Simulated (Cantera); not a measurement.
What does this Cantera script print?

```python
import numpy as np
import cantera as ct

gas_names = """
    C3H8 CH4
""".split()
cond_names = """
    C(gr)
""".split()


# ... load() reads the species with a 1 bar reference pressure and builds the phases ...
species = {s.name: s for s in load("nasa_gas.yaml", gas_names) + load("nasa_condensed.yaml", cond_names)}
# Each term lists the table entries of one substance; the one whose range holds T is used.
reactions = {
    'C3H8(g) = 2 CH4(g) + C':
        [(-1, ['C3H8']), (2, ['CH4']), (1, ['C(gr)'])],
}


def pick(names, T):
    return next(species[n] for n in names if species[n].thermo.min_temp <= T <= species[n].thermo.max_temp)


results = []
for label, terms in reactions.items():
    print(label)
    print("     T/K   dH/kJ  dS/(J/K)   dG/kJ   log10 K")
    for T in [1800, 2000, 2200, 2400, 2600, 2800, 3000]:
        used = [(nu, pick(names, T)) for nu, names in terms]
        dH = sum(nu * s.thermo.h(T) for nu, s in used) / 1e6
        dS = sum(nu * s.thermo.s(T) for nu, s in used) / 1e3
        dG = dH - T * dS / 1e3
        logK = -dG * 1e6 / (ct.gas_constant * T * np.log(10))
        results.append((label, T, dH, dS, dG, logK, [s.name for _, s in used]))
        print(f"{T:8g} {dH:8.1f} {dS:8.1f} {dG:8.1f} {logK:8.2f}")
```

Output:

```
C3H8(g) = 2 CH4(g) + C
     T/K   dH/kJ  dS/(J/K)   dG/kJ   log10 K
    1800    -49.5    102.4   -233.7     6.78
    2000    -48.9    102.6   -254.2     6.64
    2200    -48.0    103.1   -274.8     6.52
    2400    -46.6    103.7   -295.5     6.43
    2600    -44.9    104.4   -316.3     6.35
    2800    -42.7    105.2   -337.2     6.29
    3000    -40.2    106.0   -358.3     6.24
```

Cantera with NASA thermochemical tables; ideal gases at 1 bar, condensed phases pure. Condensed species are held in their standard states even where they would react or evaporate.
